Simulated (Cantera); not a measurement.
## Thermodynamics of carbothermic reduction, feed CuO + CO + H₂

A closed system holds: 1 mol CuO, 0.61 mol CO, 9.6 mol H₂, at 0.00160 bar.

Equilibrium computed with Cantera from the NASA thermochemical tables; the gas is ideal and each condensed phase is pure. Candidate condensed phases: C, C₆H₆, C₇H₈, C₈H₁₈, Cu, CuO, Cu(OH)₂, Cu₂O, H₂O; 113 gas species. Rates play no part.

```tsv
T (K)	x H₂	x H₂O	x CO	x CO₂	x Cu	x H	x CH₄	x Cu₂	n Cu(s)	n Cu(l)
825	0.858	0.0827	0.0444	0.0153	1.94e-12	1.84e-10	9.91e-6	<1e-12	1.00	0
925	0.853	0.0877	0.0495	0.0103	3.76e-10	6.01e-9	3.02e-7	<1e-12	1.00	0
1025	0.850	0.0907	0.0525	0.00726	2.59e-8	1.00e-7	1.77e-8	<1e-12	1.00	0
1125	0.848	0.0925	0.0544	0.00539	8.35e-7	1.02e-6	1.70e-9	9.37e-12	1.000	0
1225	0.846	0.0938	0.0556	0.00419	1.51e-5	7.17e-6	2.38e-10	5.70e-10	1.000	0
1325	0.846	0.0945	0.0564	0.00338	0.000176	3.76e-5	4.46e-11	1.83e-8	0.998	0
1425	0.844	0.0950	0.0568	0.00281	0.00136	0.000157	1.05e-11	3.19e-7	0	0.986
1525	0.838	0.0948	0.0569	0.00239	0.00778	0.000541	2.96e-12	3.57e-6	0	0.920
```
x: gas mole fraction; n: condensed amount in mol.

From 825 K to 1325 K the condensed part is Cu(s). From 1425 K to 1525 K the condensed part is Cu(l).
